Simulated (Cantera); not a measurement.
Charge: 1 mol C2H6, 0.41 mol CO2, 1.5 mol H2, equilibrated at 3.00 bar.

Cantera equilibrium calculation (NASA polynomials, part measured and part estimated; ideal gas, pure solids and liquids). Candidate condensed phases: C, C6H6, C7H8, C8H18, H2O; 110 gas species. The numbers say what is thermodynamically allowed, not how fast it happens.

x: gas mole fraction; n: condensed amount in mol.

```json
[
 {"T (K)": "948", "x H2": "0.618", "x CH4": "0.197", "x CO": "0.0596", "x H2O": "0.107", "x H": "2.38e-10", "x C2H2 (acetylene)": "1.60e-10", "x CO2": "0.0186", "n C(graphite)": "1.30"},
 {"T (K)": "1098", "x H2": "0.770", "x CH4": "0.0651", "x CO": "0.132", "x H2O": "0.0280", "x H": "1.25e-8", "x C2H2 (acetylene)": "9.81e-9", "x CO2": "0.00475", "n C(graphite)": "1.43"},
 {"T (K)": "1248", "x H2": "0.820", "x CH4": "0.0225", "x CO": "0.151", "x H2O": "0.00573", "x H": "2.44e-7", "x C2H2 (acetylene)": "1.99e-7", "x CO2": "0.000680", "n C(graphite)": "1.51"},
 {"T (K)": "1398", "x H2": "0.835", "x CH4": "0.00914", "x CO": "0.154", "x H2O": "0.00146", "x H": "2.50e-6", "x C2H2 (acetylene)": "2.05e-6", "x CO2": "0.000125", "n C(graphite)": "1.55"},
 {"T (K)": "1548", "x H2": "0.841", "x CH4": "0.00435", "x CO": "0.154", "x H2O": "0.000478", "x H": "1.63e-5", "x C2H2 (acetylene)": "1.32e-5", "x CO2": "3.15e-5", "n C(graphite)": "1.57"},
 {"T (K)": "1698", "x H2": "0.843", "x CH4": "[?]", "x CO": "0.154", "x H2O": "[?]", "x H": "[?]", "x C2H2 (acetylene)": "[?]", "x CO2": "[?]", "n C(graphite)": "1.58"},
 {"T (K)": "1848", "x H2": "0.844", "x CH4": "0.00141", "x CO": "0.154", "x H2O": "8.83e-5", "x H": "0.000281", "x C2H2 (acetylene)": "0.000217", "x CO2": "4.03e-6", "n C(graphite)": "1.58"},
 {"T (K)": "1998", "x H2": "0.843", "x CH4": "0.000910", "x CO": "0.154", "x H2O": "4.61e-5", "x H": "0.000851", "x C2H2 (acetylene)": "0.000639", "x CO2": "1.84e-6", "n C(graphite)": "1.58"},
 {"T (K)": "2148", "x H2": "0.841", "x CH4": "[?]", "x CO": "0.154", "x H2O": "[?]", "x H": "[?]", "x C2H2 (acetylene)": "[?]", "x CO2": "[?]", "n C(graphite)": "1.57"},
 {"T (K)": "2298", "x H2": "0.837", "x CH4": "0.000452", "x CO": "0.154", "x H2O": "1.62e-5", "x H": "0.00506", "x C2H2 (acetylene)": "0.00358", "x CO2": "5.33e-7", "n C(graphite)": "1.55"},
 {"T (K)": "2448", "x H2": "0.829", "x CH4": "0.000337", "x CO": "0.153", "x H2O": "1.06e-5", "x H": "0.0105", "x C2H2 (acetylene)": "0.00716", "x CO2": "3.23e-7", "n C(graphite)": "1.51"},
 {"T (K)": "2598", "x H2": "0.814", "x CH4": "0.000256", "x CO": "0.153", "x H2O": "7.18e-6", "x H": "0.0198", "x C2H2 (acetylene)": "0.0131", "x CO2": "2.08e-7", "n C(graphite)": "1.44"},
 {"T (K)": "2748", "x H2": "0.791", "x CH4": "0.000196", "x CO": "0.151", "x H2O": "5.01e-6", "x H": "0.0349", "x C2H2 (acetylene)": "0.0221", "x CO2": "1.40e-7", "n C(graphite)": "1.34"}
]
```

Question: Some entries are withheld; supply them.

Answer: 
- 1698, x CH4: 0.00235
- 1698, x H2O: 0.000190
- 1698, x H: 7.67e-5
- 1698, x C2H2 (acetylene): 6.07e-5
- 1698, x CO2: 1.02e-5
- 2148, x CH4: 0.000627
- 2148, x H2O: 2.64e-5
- 2148, x H: 0.00221
- 2148, x C2H2 (acetylene): 0.00161
- 2148, x CO2: 9.46e-7
